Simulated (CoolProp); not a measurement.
Isohexane along the isobar 0.101 MPa: Z from the reference equation and from simpler models built on Tc = 224.6 °C, pc = 3.043 MPa, ω = 0.280; each cubic takes its own stable root.

Values from CoolProp's reference Helmholtz-energy equation of state, Lemmon 2006. It is a short technical equation, of lower accuracy than the large ones.

| T (°C) | phase | reference | van der Waals | Redlich-Kwong | Soave-Redlich-Kwong | Peng-Robinson |
|---|---|---|---|---|---|---|
| -55.35 | liquid | 0.006682 | 0.01119 | 0.007517 | 0.007386 | 0.006579 |
| -26.25 | liquid | 0.006108 | 0.01018 | 0.006856 | 0.006700 | 0.005957 |
| 2.75 | liquid | 0.005674 | 0.9604 | 0.006375 | 0.006194 | 0.005497 |
| 31.85 | liquid | 0.005344 | 0.9685 | 0.006031 | 0.005823 | 0.005158 |
| 60.95 | gas | 0.9521 | 0.9745 | 0.9648 | 0.9603 | 0.9586 |
| 89.95 | gas | 0.9648 | 0.9790 | 0.9721 | 0.9690 | 0.9673 |
| 119.05 | gas | 0.9734 | 0.9824 | 0.9775 | 0.9754 | 0.9739 |
| 148.05 | gas | 0.9793 | 0.9852 | 0.9816 | 0.9803 | 0.9788 |
| 177.15 | gas | 0.9836 | 0.9873 | 0.9848 | 0.9841 | 0.9827 |
| 206.25 | gas | 0.9868 | 0.9891 | 0.9873 | 0.9871 | 0.9857 |

At some of these states van der Waals gives the other phase, because its saturation line lies elsewhere.
